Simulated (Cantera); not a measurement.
## Equilibrium for carbothermic reduction: MgO + C + H2 + CO2

Feed: 1 mol MgO, 5.3 mol C, 0.11 mol H2, 0.00019 mol CO2, equilibrated at 28.0 Pa.

Method: chemical equilibrium by Gibbs-energy minimisation in Cantera with the NASA 1993 tables (ideal gas, pure condensed phases). Candidate condensed phases: C, C6H6, C7H8, C8H18, H2O, Mg, MgCO3, MgO, Mg(OH)2; 116 gas species. The tables' values for MgH are old estimates; treat these amounts as uncertain. Kinetics and transport are ignored.

```json
[
 {"T (K)": "1748", "log p CO": "-3.88", "log p Mg": "-3.88", "log p H": "-6.07", "log p H2": "-4.85", "log p C3": "-13.65", "log p C": "-13.22", "log p C2": "-14.74", "n C(graphite)": "4.30"},
 {"T (K)": "1848", "log p CO": "-3.88", "log p Mg": "-3.88", "log p H": "-5.71", "log p H2": "-4.87", "log p C3": "-12.32", "log p C": "-12.06", "log p C2": "-13.40", "n C(graphite)": "4.30"},
 {"T (K)": "1948", "log p CO": "-3.88", "log p Mg": "-3.88", "log p H": "-5.40", "log p H2": "-4.90", "log p C3": "-11.13", "log p C": "-11.02", "log p C2": "-12.20", "n C(graphite)": "4.30"},
 {"T (K)": "2048", "log p CO": "-3.88", "log p Mg": "-3.88", "log p H": "-5.13", "log p H2": "-4.97", "log p C3": "-10.06", "log p C": "-10.08", "log p C2": "-11.13", "n C(graphite)": "4.30"},
 {"T (K)": "2148", "log p CO": "-3.89", "log p Mg": "-3.89", "log p H": "-4.92", "log p H2": "-5.08", "log p C3": "-9.09", "log p C": "-9.23", "log p C2": "-10.15", "n C(graphite)": "4.30"},
 {"T (K)": "2248", "log p CO": "-3.89", "log p Mg": "-3.89", "log p H": "-4.76", "log p H2": "-5.26", "log p C3": "-8.20", "log p C": "-8.45", "log p C2": "-9.26", "n C(graphite)": "4.30"},
 {"T (K)": "2348", "log p CO": "-3.89", "log p Mg": "-3.89", "log p H": "-4.66", "log p H2": "-5.51", "log p C3": "-7.40", "log p C": "-7.75", "log p C2": "-8.45", "n C(graphite)": "4.30"},
 {"T (K)": "2448", "log p CO": "-3.90", "log p Mg": "-3.90", "log p H": "-4.61", "log p H2": "-5.81", "log p C3": "-6.66", "log p C": "-7.10", "log p C2": "-7.70", "n C(graphite)": "4.29"},
 {"T (K)": "2548", "log p CO": "-3.90", "log p Mg": "-3.90", "log p H": "-4.58", "log p H2": "-6.14", "log p C3": "-5.99", "log p C": "-6.50", "log p C2": "-7.02", "n C(graphite)": "4.27"},
 {"T (K)": "2648", "log p CO": "-3.91", "log p Mg": "-3.91", "log p H": "-4.58", "log p H2": "-6.49", "log p C3": "-5.36", "log p C": "-5.94", "log p C2": "-6.38", "n C(graphite)": "4.18"}
]
```
log p: log10 of the partial pressure in bar; n: condensed amount in mol.

From 1748 K to 2648 K the condensed part is C(graphite). The main Mg-bearing gas is Mg throughout.
